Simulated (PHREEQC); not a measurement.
**Ultrapure water in contact with air or piping**

A made-up water analysis in mg/kgw, 20 °C, pH 5.5, pe 12.3: Na 0.0126; K 0.00971; Ca 0.0559; Mg 0.000612; Cl 0.0727; S(6) as SO4 0.00207; Alkalinity as HCO3 0.0933; Br 6.61e-05.

Valence states are taken as typed.

Equilibrium calculation in PHREEQC: ion-association model, phreeqc.dat.

```json
{
  "ionic_strength": "8.24e-6 mol/kgw",
  "charge_balance_error": "0.1 %"
}
```

```
species  molality  activity   log γ
-------  --------  --------  ------
CO2       3.57e-5   3.57e-5   0.000
HCO3-     4.70e-6   4.68e-6  -0.001
H+        3.17e-6   3.16e-6  -0.001
Cl-       2.05e-6   2.04e-6  -0.001
Ca+2      1.39e-6   1.38e-6  -0.006
Na+       5.48e-7   5.46e-7  -0.001
K+        2.48e-7   2.48e-7  -0.001
Mg+2      2.52e-8   2.48e-8  -0.006
SO4-2     2.15e-8   2.12e-8  -0.006
OH-       2.17e-9   2.16e-9  -0.001
```

No solid was allowed to form.
